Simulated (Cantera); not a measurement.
A closed system holds: 1 mol PbO, 0.42 mol H₂, 0.49 mol N₂, equilibrated at 0.180 bar.

Equilibrium computed with Cantera from the NASA thermochemical tables; the gas is ideal and each condensed phase is pure. Candidate condensed phases: H₂O, Pb, PbO, PbO₂, Pb₃O₄; 27 gas species. Each liquid is taken as pure. Mutual solubility and eutectic melting of coexisting phases are not modelled. Gases not in the tables: (PbO)n polymers. Equilibrium is a limit: real reactors are often held back by kinetics, nucleation or transport.

x: gas mole fraction; n: condensed amount in mol.

| T (K) | x N₂ | x H₂O | x Pb | x PbO | x H₂ | x Pb₂ | x O₂ | n Pb(l) | n PbO(red) | n PbO(yellow) | n PbO(l) |
|---|---|---|---|---|---|---|---|---|---|---|---|
| 673 | 0.538 | 0.462 | 1.70e-9 | <1e-12 | 1.42e-5 | <1e-12 | <1e-12 | 0.420 | 0.580 | 0 | 0 |
| 823 | 0.538 | 0.462 | 7.46e-7 | 1.26e-9 | 3.26e-5 | <1e-12 | <1e-12 | 0.420 | 0 | 0.580 | 0 |
| 973 | 0.538 | 0.461 | 4.86e-5 | 6.72e-7 | 6.15e-5 | 1.01e-10 | <1e-12 | 0.420 | 0 | 0.580 | 0 |
| 1123 | 0.538 | 0.461 | 0.00102 | 6.36e-5 | 0.000102 | 1.63e-8 | ? | 0.419 | 0 | 0.580 | 0 |
| 1273 | 0.532 | 0.456 | 0.0102 | 0.00155 | 0.000196 | 7.65e-7 | ? | 0.410 | 0 | 0 | 0.579 |
| 1423 | 0.496 | 0.424 | 0.0623 | 0.0174 | 0.000340 | 1.55e-5 | ? | 0.358 | 0 | 0 | 0.563 |
| 1573 | 0.331 | 0.283 | 0.267 | 0.118 | 0.000386 | 0.000174 | ? | 0.0240 | 0 | 0 | 0.405 |

**Question.** What belongs in the gaps?

**Answer.** 
- 1123, x O₂: 5.98e-10
- 1273, x O₂: 8.51e-8
- 1423, x O₂: 3.53e-6
- 1573, x O₂: 6.88e-5
